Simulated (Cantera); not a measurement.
An isothermal, constant-pressure homogeneous reactor starts with N2O : H2O = 1 : 0.051 (molar parts), at 1425 K and 0.0592 atm. Integrator tolerance rtol = 1e-08.

Model: GRI-Mech 3.0 (53 species, 325 reactions), integrated in Cantera. GRI-Mech 3.0 was tuned for natural gas; its chemistry of N2O as a main component is partial and can be far from experiment. The temperature is held fixed by assumption; the heat of reaction is taken as removed at once.

Task: What does this change do: temperature 1425 to 1025 K?

Result: 
```tsv
quantity	before	after
x(N2O) at 10.0 s	1.74e-5 (gas-phase equilibrium 1.30e-8)	0.938 (gas-phase equilibrium 8.19e-10)
x(H2O) at 10.0 s	0.0329 (gas-phase equilibrium 0.0329)	0.0483 (gas-phase equilibrium 0.0329)
x(H2O2) at 10.0 s	5.54e-10 (gas-phase equilibrium 6.01e-10)	8.20e-9 (gas-phase equilibrium 1.76e-11)
x(N2) at 10.0 s	0.591 (gas-phase equilibrium 0.644)	0.00876 (gas-phase equilibrium 0.645)
x(OH) at 10.0 s	4.89e-5 (gas-phase equilibrium 5.09e-5)	1.50e-6 (gas-phase equilibrium 2.40e-7)
```
The mechanism lacks the step 2 NO + O2 → 2 NO2, which can matter for NO2 below about 1400 K.
